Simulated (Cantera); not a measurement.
Charge: 1 mol SiCl₄, 1.8 mol Cl₂, 7.1 mol H₂, held at 0.280 bar.

These are equilibrium values from Cantera (NASA tables, ideal gas, pure condensed phases), not measurements of a reactor. Candidate condensed phases: Si; 19 gas species. Equilibrium is a limit: real reactors are often held back by kinetics, nucleation or transport. All values below are at 898 K.

Base state: H₂ 0.535, HCl 0.364, SiCl₄ 0.101, SiHCl₃ 0.000411 (mole fractions); condensed: gas only.

Q: What changes in the equilibrium state with this change: Cl₂ from 1.8 to 1 mol?

A: 
| species | before | after |
|---|---|---|
| H₂ | 0.535 | 0.669 |
| HCl | 0.364 | 0.221 |
| SiCl₄ | 0.101 | 0.109 |
| SiHCl₃ | 0.000411 | 0.000920 |
